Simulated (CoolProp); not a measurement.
Vapour-liquid equilibrium of CHF3 (R23) (1) + sulfur hexafluoride (2) at 1.48 MPa; x and y are mole fractions of (1).

Model: multi-fluid Helmholtz-energy mixture model, Penoncello 2003 and Guder 2009; pair parameters Bell 2016, in CoolProp.

**Question.** Give the bubble temperature and the first vapour's composition at x = 0.2, 0.8, 0.95. Is there an azeotrope?

**Answer.** x = 0.2: 263.9 K, y = 0.394; x = 0.8: 254.2 K, y = 0.806; x = 0.95: 254.6 K, y = 0.942. y crosses x between x = 0.8 and 0.95: the model has an azeotrope there.

The pair parameters rest on a limited set of measurements; away from them the model extrapolates.
